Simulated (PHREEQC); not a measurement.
## Polishing slurry liquid (model solution)

Make-up at 45 °C: 29.7 mmol/kgw TMAH, 0.045 mmol/kgw H4SiO4 and 0.5 mmol/kgw CO2. Closed to the air; pH follows from the charge balance.

All values are PHREEQC results (ion-association model, phreeqc.dat), not measurements.

No solid was allowed to form.

Q: What pH does the model give?

A: pH 11.78.

Q: In which forms is C present?

A: CO3-2 98 %, HCO3- 1.6 % of the C.

(CH3)4N+ isn't in the database: it is added as a free cation with an ion size of 4 Å. Constants without temperature data keep their 25 °C values here.
